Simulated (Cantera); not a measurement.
# Ammonia decomposition in nitride growth gas

A perfectly stirred reactor is fed with NH₃ : N₂ = 1 : 1.2 (molar parts), at 1.01 bar; it is held at 1825 K, and followed from long to short residence time.

Cantera simulation using the gas-phase N/H chemistry of the illustrative SiF4/NH3 mechanism in the Surface Chemkin manual (1991); the numbers are that mechanism's predictions, not measurements. Walls and surfaces, which speed up NH3 decomposition in real reactors, are not modelled.

```csv
τ (s),x NH₃,x N₂H₂,x H₂,x NH₂,x H,x NH
3.2,0.0528,5.55e-8,0.414,6.28e-5,0.000182,1.24e-6
1.6,0.0831,1.06e-7,0.383,8.90e-5,0.000152,1.57e-6
0.83,0.125,1.89e-7,0.339,0.000121,0.000121,1.90e-6
0.42,0.184,3.21e-7,0.278,0.000160,8.96e-5,2.23e-6
0.21,0.254,5.03e-7,0.206,0.000203,6.09e-5,2.50e-6
0.11,0.318,6.88e-7,0.141,0.000239,3.94e-5,2.64e-6
0.054,0.373,8.69e-7,0.0838,0.000272,2.27e-5,2.64e-6
0.028,0.408,9.90e-7,0.0481,0.000296,1.31e-5,2.51e-6
0.014,0.430,1.07e-6,0.0254,0.000316,7.08e-6,2.27e-6
0.0071,0.442,1.09e-6,0.0131,0.000329,3.80e-6,2.01e-6
0.0036,0.448,1.08e-6,0.00660,0.000333,2.01e-6,1.78e-6
```
x: mole fraction; the columns are a selection and need not sum to one.
